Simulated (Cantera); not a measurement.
Adiabatic ignition

An adiabatic, constant-pressure homogeneous reactor starts with H2 : O2 : N2 = 1 : 0.25 : 2.75 (molar parts), at 1823 K and 260000 Pa.

Model: the H2/O2 subset of GRI-Mech 3.0, which has no nitrogen chemistry, integrated in Cantera. The hydrogen kinetics of GRI-Mech 3.0 are dated; newer H2 mechanisms differ, most at raised pressure.

```csv
t (s),T (K),x H2,x O2,x H2O,x H2O2,x HO2,x OH
3.00e-6,1828,0.240,0.0587,0.00646,4.80e-7,2.67e-5,0.000566
1.01e-5,2126,0.106,0.00184,0.111,2.31e-7,1.64e-6,0.00887
3.37e-5,2396,0.118,0.000613,0.121,7.79e-8,5.93e-7,0.00684
0.000113,2562,0.126,0.000135,0.128,2.87e-8,1.57e-7,0.00374
0.000378,2617,0.129,4.64e-5,0.130,1.32e-8,5.21e-8,0.00231
0.00127,2621,0.129,4.27e-5,0.130,1.24e-8,4.75e-8,0.00223
0.00424,2621,0.129,4.27e-5,0.130,1.24e-8,4.75e-8,0.00223
0.0142,2621,0.129,4.27e-5,0.130,1.24e-8,4.75e-8,0.00223
0.0476,2621,0.129,4.27e-5,0.130,1.24e-8,4.75e-8,0.00223
0.160,2621,0.129,4.27e-5,0.130,1.24e-8,4.75e-8,0.00223
0.535,2621,0.129,4.27e-5,0.130,1.24e-8,4.75e-8,0.00223
1.79,2621,0.129,4.27e-5,0.130,1.24e-8,4.75e-8,0.00223
6.00,2621,0.129,4.27e-5,0.130,1.24e-8,4.75e-8,0.00223
```
x: mole fraction; the columns are a selection and need not sum to one.

```json
{
 "time_of_steepest_temperature_rise": "4.24 µs",
 "temperature at 6.00 s": "2621 K",
 "equilibrium_temperature": "2621 K",
 "x(H2) at 6.00 s": "0.129 (gas-phase equilibrium 0.129)",
 "x(O2) at 6.00 s": "4.27e-5 (gas-phase equilibrium 4.27e-5)",
 "x(H2O) at 6.00 s": "0.130 (gas-phase equilibrium 0.130)"
}
```
